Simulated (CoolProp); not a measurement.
Aqueous propylene glycol as a coolant, at 7 °C, 1 atm.

Model: Melinder's fits for secondary coolants, in CoolProp.

| mass % | freezing point (°C) | Prandtl number | cp (kJ/(kg K)) | viscosity (mPa s) | conductivity (W/(m K)) |
|---|---|---|---|---|---|
| 4.4 | -1.0 | 12.9 | 4.135 | [?] | 0.553 |
| 12.7 | -3.9 | 18.7 | 4.033 | 2.38 | [?] |
| 21 | -7.7 | 28.0 | 3.938 | 3.37 | 0.474 |
| 29.2 | [?] | [?] | 3.833 | [?] | 0.437 |
| 37.5 | -18.3 | 66.4 | [?] | 7.20 | 0.402 |
| 45.8 | -26.7 | 101 | 3.560 | [?] | 0.369 |
| 54.1 | -38.6 | 149 | 3.399 | 14.8 | 0.338 |

### Question
Complete the blanks.

### Answer

- 4.4, viscosity (mPa s): 1.72
- 12.7, conductivity (W/(m K)): 0.513
- 29.2, freezing point (°C): -12.3
- 29.2, Prandtl number: 42.8
- 29.2, viscosity (mPa s): 4.89
- 37.5, cp (kJ/(kg K)): 3.707
- 45.8, viscosity (mPa s): 10.5
